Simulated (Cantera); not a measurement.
Equilibrium for metals in furnace atmospheres: Cu + O2 + CO

Input: 1 mol Cu, 0.015 mol O2, 2.7 mol CO, equilibrated at 0.00930 bar.

Method: chemical equilibrium by Gibbs-energy minimisation in Cantera with the NASA 1993 tables (ideal gas, pure condensed phases). Candidate condensed phases: C, Cu, CuO, Cu2O; 15 gas species. Kinetics and transport are ignored.

| T (°C) | log p CO | log p CO2 | log p Cu | log p Cu2 | log p O | n C(graphite) | n Cu(s) | n Cu(l) |
|---|---|---|---|---|---|---|---|---|
| 450 | -2.67 | -2.14 | <-14 | <-14 | <-14 | 1.16 | 1.00 | 0 |
| 550 | -2.16 | -2.63 | <-14 | <-14 | <-14 | 0.517 | 1.00 | 0 |
| 650 | -2.04 | -3.59 | -12.26 | <-14 | <-14 | 0.0437 | 1.00 | 0 |
| 750 | -2.04 | -3.99 | -10.42 | <-14 | <-14 | 0 | 1.00 | 0 |
| 850 | -2.04 | -3.99 | -8.90 | -13.86 | <-14 | 0 | 1.00 | 0 |
| 950 | -2.04 | -3.99 | -7.64 | -12.07 | <-14 | 0 | 1.000 | 0 |
| 1050 | -2.04 | -3.99 | -6.57 | -10.56 | <-14 | 0 | 1.000 | 0 |
| 1150 | -2.04 | -3.99 | -5.68 | -9.32 | -13.66 | 0 | 0 | 0.999 |
| 1250 | -2.04 | -3.99 | -4.92 | -8.26 | -12.37 | 0 | 0 | 0.996 |
| 1350 | -2.04 | -3.99 | -4.26 | -7.35 | -11.24 | 0 | 0 | 0.984 |
| 1450 | -2.05 | -4.00 | -3.67 | -6.54 | -10.24 | 0 | 0 | 0.936 |
| 1550 | -2.07 | -4.02 | -3.15 | -5.83 | -9.36 | 0 | 0 | 0.778 |
| 1650 | -2.14 | -4.09 | -2.69 | -5.19 | -8.56 | 0 | 0 | 0.234 |
| 1750 | -2.17 | -4.12 | -2.60 | -5.28 | -7.84 | 0 | 0 | 0 |
log p: log10 of the partial pressure in bar; n: condensed amount in mol.

From 450 °C to 650 °C the condensed part is C(graphite) + Cu(s). From 750 °C to 1050 °C the condensed part is Cu(s). From 1150 °C to 1650 °C the condensed part is Cu(l). At 1750 °C nothing is condensed.
